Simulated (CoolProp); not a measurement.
p-xylene along the isotherm 620 K: density (kg/m³) from the reference equation and from simpler models built on Tc = 616.2 K, pc = 3532 kPa, ω = 0.324; each cubic takes its own stable root.

Computed with CoolProp (reference Helmholtz-energy equation of state, Zhou 2012).

| p (kPa) | phase | reference | ideal gas | Redlich-Kwong | Soave-Redlich-Kwong |
|---|---|---|---|---|---|
| 55.8 | gas | 1.156 | 1.149 | 1.155 | 1.155 |
| 94.2 | gas | 1.960 | 1.940 | 1.958 | 1.958 |
| 159 | gas | 3.331 | 3.275 | 3.325 | 3.325 |
| 268 | gas | 5.682 | 5.519 | 5.666 | 5.665 |
| 453 | gas | 9.807 | 9.329 | 9.760 | 9.759 |
| 764 | gas | 17.17 | 15.73 | 17.03 | 17.02 |
| 1290 | gas | 31.12 | 26.57 | 30.66 | 30.64 |
| 2180 | gas | 61.31 | 44.90 | 59.55 | 59.45 |
| 3670 | supercritical | 230.7 | 75.58 | 236.5 | 205.8 |
| 6200 | supercritical | 485.0 | 127.7 | 396.0 | 394.1 |
| 10500 | supercritical | 537.9 | 216.2 | 459.5 | 458.3 |
| 17700 | supercritical | 582.3 | 364.5 | 514.6 | 513.8 |
